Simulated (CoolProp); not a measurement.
p-xylene along the isotherm 346.85 °C: fugacity coefficient from the reference equation and from simpler models built on Tc = 343.0 °C, pc = 3.532 MPa, ω = 0.324; each cubic takes its own stable root.

Computed with CoolProp (reference Helmholtz-energy equation of state, Zhou 2012).

| p (MPa) | phase | reference | van der Waals | Redlich-Kwong |
|---|---|---|---|---|
| 0.0168 | gas | 0.9982 | 0.9986 | 0.9984 |
| 0.0271 | gas | 0.9972 | 0.9978 | 0.9974 |
| 0.0437 | gas | 0.9954 | 0.9964 | 0.9959 |
| 0.0706 | gas | 0.9926 | 0.9942 | 0.9933 |
| 0.114 | gas | 0.9880 | 0.9906 | 0.9892 |
| 0.184 | gas | 0.9807 | 0.9848 | 0.9826 |
| 0.298 | gas | 0.9689 | 0.9754 | 0.9719 |
| 0.481 | gas | … | … | 0.9548 |
| 0.778 | gas | 0.9199 | … | 0.9272 |
| 1.26 | gas | … | … | 0.8830 |
| 2.03 | gas | 0.7970 | 0.8330 | … |
| 3.28 | gas | 0.6758 | 0.7256 | … |
| 5.3 | supercritical | 0.4764 | 0.5347 | 0.5047 |

Q: Some entries are withheld; supply them.

A: 
- 0.481, reference: 0.9501
- 0.481, van der Waals: 0.9603
- 0.778, van der Waals: 0.9359
- 1.26, reference: 0.8719
- 1.26, van der Waals: 0.8963
- 2.03, Redlich-Kwong: 0.8132
- 3.28, Redlich-Kwong: 0.6986
